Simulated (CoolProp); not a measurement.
A simple Rankine cycle with R1224YDZ: condensing at 313.15 K, boiler at 2.12 MPa, turbine inlet 418.5 K, turbine efficiency 0.8, pump efficiency 0.6, no recuperator. Each further row changes one setting.

The numbers come from the reference Helmholtz-energy equation of state, Akasaka 2023 in CoolProp.

```csv
case,thermal efficiency (%),net work (kJ/kg),heat in (kJ/kg),turbine exit temperature (K),volume ratio over the turbine
as stated,12.9,29.0,225,357.9,10.2
turbine inlet 438.5 K,12.9,32.1,249,381.4,9.57
condensing temperature 305.15 K,14.0,32.8,234,352.5,13.2
boiler pressure 1.48 MPa,11.3,26.7,236,373.1,6.43
turbine efficiency 0.7,11.1,25.1,225,362.2,10.4
```
